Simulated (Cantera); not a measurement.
Cantera run:

```python
import numpy as np
import cantera as ct

gas_names = """
    Fe FeO Fe(OH)2 H HNO HNO2 HNO3 HO2 H2 H2O H2O2 H2S H2SO4 N NH NH2 NH3 NH2OH NO NO2 NO3 N2 N2H2 N2H4
    N2O O OH O2 O3 S SH SN SO SO2 SO3 S2 S2O S8
""".split()
cond_names = """
    Fe(a) Fe(c) Fe(d) Fe(L) FeO(s) FeO(L) Fe(OH)2(s) Fe(OH)3(s) FeS(a) FeS(b) FeS(c) FeS(L) FeSO4(s)
    FeS2(s) Fe2O3(s) Fe2S3O12(s) Fe3O4(s) H2O(s) H2O(L) H2SO4(L) S(cr1) S(cr2) S(L)
""".split()


# ... load() reads the species with a 1 bar reference pressure and builds the phases ...
atoms = {
    'FeS': {'Fe': 1, 'S': 1},
    'H2S': {'H': 2, 'S': 1},
    'N2': {'N': 2},
    'SO2': {'S': 1, 'O': 2},
}
top_T = {'FeSO4(s)': 950, 'FeS2(s)': 1010, 'Fe2O3(s)': 1830, 'Fe2S3O12(s)': 1100, 'Fe3O4(s)': 1870}  # K; cautious upper limits of use, not melting points


# ... equilibrate(T, P, feed) seeds the gas with the atoms and calls Mixture.equilibrate('TP', solver="vcs", rtol=1e-11, max_steps=5000) ...
results = []
feed = {'FeS': 1, 'H2S': 0.11, 'N2': 17, 'SO2': 3.2}  # mol
P = 101325  # Pa
for T in [773, 873, 973, 1073, 1173, 1273, 1373, 1473, 1573, 1673, 1773, 1873]:
    mix = equilibrate(T, P, feed)
    results.append((T, P, feed, dict(zip(mix.species_names, mix.species_moles))))

top = {s: max(r[3][s] / sum(r[3][g] for g in gas_names) for r in results) for s in gas_names}
cols = sorted((s for s in top if top[s] > 1e-06), key=lambda s: -top[s])[:8]
seen = [c for c in cond_names if any(r[3].get(c, 0) > 1e-12 for r in results)]
print("log10 of partial pressures in bar; condensed amounts in mol")
print(f"{'T/K':>10s}" + "".join(f"{s[:9]:>10s}" for s in cols + seen))
for T, P, feed, n in results:
    ng = sum(n[g] for g in gas_names)
    print(f"{T:10.4g}" + "".join(f"{np.log10(max(n[s] / ng * P / 1e5, 1e-99)):10.3f}" for s in cols)
          + "".join(f"{n.get(c, 0):10.4g}" for c in seen))
```

Output:

```
log10 of partial pressures in bar; condensed amounts in mol
       T/K        N2       SO2        S2        SO       H2O       S2O        H2        SH    FeO(s)    FeO(L)    FeS(c)    FeS(L)   FeS2(s)  Fe3O4(s)
       773    -0.066    -0.829    -3.532    -7.345    -2.257    -4.238    -6.261    -9.129         0         0         0         0    0.6815    0.1062
       873    -0.072    -0.805    -2.457    -6.122    -2.271    -3.450    -5.510    -7.637         0         0    0.9894         0   0.01058         0
       973    -0.072    -0.808    -2.314    -5.340    -2.271    -3.369    -5.065    -6.884         0         0    0.9724         0         0   0.00921
      1073    -0.072    -0.815    -2.122    -4.687    -2.273    -3.247    -4.679    -6.222         0         0    0.9042         0         0   0.03194
      1173    -0.073    -0.823    -1.963    -4.147    -2.276    -3.148    -4.357    -5.672         0         0    0.8206         0         0   0.05978
      1273    -0.073    -0.833    -1.833    -3.694    -2.280    -3.068    -4.085    -5.210         0         0    0.7244         0         0   0.09187
      1373    -0.074    -0.841    -1.709    -3.304    -2.287    -2.991    -3.852    -4.810    0.4436         0    0.5564         0         0         0
      1473    -0.076    -0.869    -1.509    -2.955    -2.301    -2.865    -3.623    -4.404    0.7679         0         0    0.2321         0         0
      1573    -0.077    -0.889    -1.418    -2.669    -2.315    -2.815    -3.447    -4.103    0.9782         0         0   0.02176         0         0
      1673    -0.078    -0.893    -1.414    -2.429    -2.328    -2.823    -3.318    -3.889         0         1         0         0         0         0
      1773    -0.078    -0.897    -1.422    -2.220    -2.343    -2.838    -3.209    -3.708         0         1         0         0         0         0
      1873    -0.078    -0.903    -1.433    -2.035    -2.361    -2.855    -3.116    -3.551         0    0.9998         0         0         0         0
```

Method: chemical equilibrium by Gibbs-energy minimisation in Cantera with the NASA 1993 tables (ideal gas, pure condensed phases). Metal and sulfide melt together well below either melting point, which pure phases cannot show. Mutual solubility and eutectic melting of coexisting phases are not modelled. The tables' stoichiometric FeO is somewhat more stable than real wüstite, so its field is too wide. FeO, FeS: taken at fixed stoichiometry. Gases not in the tables: S3 to S7.
